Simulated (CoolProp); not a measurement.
Aqueous methanol as a coolant, at -4 °C, 1 atm.

The numbers come from the Melinder's fits for secondary coolants in CoolProp.

```
mass %  freezing point (°C)  viscosity (mPa s)  cp (kJ/(kg K))  Prandtl number  conductivity (W/(m K))
------  -------------------  -----------------  --------------  --------------  ----------------------
11.2                   -7.5               3.09           4.231            26.3                   0.498
18.8                  -14.0               3.74           4.080            32.9                       …
26.4                      …               4.18           3.915            38.1                   0.430
34.1                  -30.7               4.35           3.754               …                   0.397
41.7                      …               4.22               …               …                   0.368
49.3                  -53.3               3.89           3.423            39.1                   0.341
57                    -67.2               3.45           3.235            35.3                   0.316
```

Problem. What belongs in the gaps?

Solution. 
- 18.8, conductivity (W/(m K)): 0.463
- 26.4, freezing point (°C): -21.6
- 34.1, Prandtl number: 41.1
- 41.7, freezing point (°C): -41.2
- 41.7, cp (kJ/(kg K)): 3.595
- 41.7, Prandtl number: 41.3
